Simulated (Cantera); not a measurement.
A perfectly stirred reactor is fed with 51.0 % CH4, 49.0 % H2O, at 1.00 atm; it is held at 1275 K, and followed from long to short residence time.

Computed with Cantera and GRI-Mech 3.0 (53 species, 325 reactions).

x: mole fraction; the columns are a selection and need not sum to one.

```csv
τ (s),x CH4,x H2O,x CH2O,x H2,x C2H,x OH,x O
8.9,0.468,0.477,3.01e-7,0.0401,3.84e-12,5.55e-9,<1e-12
2.6,0.497,0.486,3.07e-7,0.0120,1.01e-12,5.89e-9,<1e-12
0.75,0.507,0.489,2.43e-7,0.00283,<1e-12,5.68e-9,<1e-12
0.22,0.509,0.490,1.16e-7,0.000600,<1e-12,___,<1e-12
0.063,0.510,0.490,2.87e-8,0.000133,<1e-12,___,<1e-12
0.018,0.510,0.490,5.89e-9,3.45e-5,<1e-12,___,<1e-12
0.0053,0.510,0.490,1.25e-9,9.77e-6,<1e-12,___,<1e-12
```

Complete the blanks.


- 0.22, x OH: 4.83e-9
- 0.063, x OH: 3.82e-9
- 0.018, x OH: 3.19e-9
- 0.0053, x OH: 2.72e-9
